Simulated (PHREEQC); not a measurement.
0.4 g of hydrous ferric oxide (600 m²/g; 0.2 weak and 0.005 strong sites per Fe, Dzombak-Morel constants, diffuse double layer) in 1 kg of water with 0.005 mol/kgw of an inert sodium salt and 1.6e-05 mol Na2HAsO4 and 2.1e-06 mol PbCl2, at 25 °C; the pH is set by adding NaOH or the inert anion's acid. Oxygen is held at 0.21 atm. No CO2 enters from the air. Nothing may precipitate in this run.

Base run: PHREEQC, ion-association model, wateq4f.dat. Each further column changes one thing. The table gives Pb sorbed (%).

```json
[
 {"pH": "3", "base": "2.9", "no electrostatic term (-no_edl)": "?", "background salt from 0.005 to 0.0005 mol/kgw": "?", "oxide from 0.4 to 2 g/kgw": "?"},
 {"pH": "4", "base": "65.1", "no electrostatic term (-no_edl)": "77.7", "background salt from 0.005 to 0.0005 mol/kgw": "?", "oxide from 0.4 to 2 g/kgw": "?"},
 {"pH": "4.5", "base": "93.3", "no electrostatic term (-no_edl)": "97.1", "background salt from 0.005 to 0.0005 mol/kgw": "?", "oxide from 0.4 to 2 g/kgw": "?"},
 {"pH": "5.5", "base": "99.9", "no electrostatic term (-no_edl)": "100.0", "background salt from 0.005 to 0.0005 mol/kgw": "99.9", "oxide from 0.4 to 2 g/kgw": "100.0"},
 {"pH": "6.5", "base": "100.0", "no electrostatic term (-no_edl)": "100.0", "background salt from 0.005 to 0.0005 mol/kgw": "100.0", "oxide from 0.4 to 2 g/kgw": "100.0"},
 {"pH": "7.5", "base": "100.0", "no electrostatic term (-no_edl)": "100.0", "background salt from 0.005 to 0.0005 mol/kgw": "100.0", "oxide from 0.4 to 2 g/kgw": "100.0"},
 {"pH": "8", "base": "100.0", "no electrostatic term (-no_edl)": "100.0", "background salt from 0.005 to 0.0005 mol/kgw": "100.0", "oxide from 0.4 to 2 g/kgw": "100.0"},
 {"pH": "9", "base": "100.0", "no electrostatic term (-no_edl)": "100.0", "background salt from 0.005 to 0.0005 mol/kgw": "100.0", "oxide from 0.4 to 2 g/kgw": "100.0"}
]
```

Question: Complete the blanks.

Answer: 
- 3, no electrostatic term (-no_edl): 3.5
- 3, background salt from 0.005 to 0.0005 mol/kgw: 2.8
- 3, oxide from 0.4 to 2 g/kgw: 13.0
- 4, background salt from 0.005 to 0.0005 mol/kgw: 59.2
- 4, oxide from 0.4 to 2 g/kgw: 90.6
- 4.5, background salt from 0.005 to 0.0005 mol/kgw: 91.5
- 4.5, oxide from 0.4 to 2 g/kgw: 98.6

The database has no arsenate complexes of Pb. The oxide is taken as insoluble; below pH 4 it would dissolve.
